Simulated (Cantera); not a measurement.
A perfectly stirred reactor is fed with H₂ : O₂ : N₂ = 1 : 0.278 : 1.04 (molar parts), equivalence ratio 1.8, at 0.503 atm; it is adiabatic with a 325 K inlet, and is followed from long to short residence time, starting on the burning branch (τ in s: 0.11, 0.051, 0.024, 0.011, 0.005, 0.0023, 0.0011, 0.00049, 0.00022, 0.0001, 4.8e-05, 2.2e-05, 1e-05).

Model: GRI-Mech 3.0 (53 species, 325 reactions), integrated in Cantera.

Task: What does this change do: N2 1.04 to 0.71 parts?

Result: 
```tsv
quantity	before	after
blow-out, bracketed by the residence times tried	burning at 48.0 µs, out at 22.0 µs	burning at 48.0 µs, out at 22.0 µs
x(H₂) at τ = 0.110 s	0.214	0.253
x(O₂) at τ = 0.110 s	3.62e-5	5.89e-5
x(HO₂) at τ = 0.110 s	1.50e-8	3.46e-8
x(NO) at τ = 0.110 s	2.31e-5	0.000143
x(H₂O₂) at τ = 0.110 s	5.37e-9	9.82e-9
x(H₂) at τ = 1.10 ms	0.191	0.229
x(O₂) at τ = 1.10 ms	0.00104	0.00121
x(HO₂) at τ = 1.10 ms	4.42e-7	5.24e-7
x(NO) at τ = 1.10 ms	1.40e-5	2.43e-5
x(H₂O₂) at τ = 1.10 ms	1.51e-7	1.14e-7
```
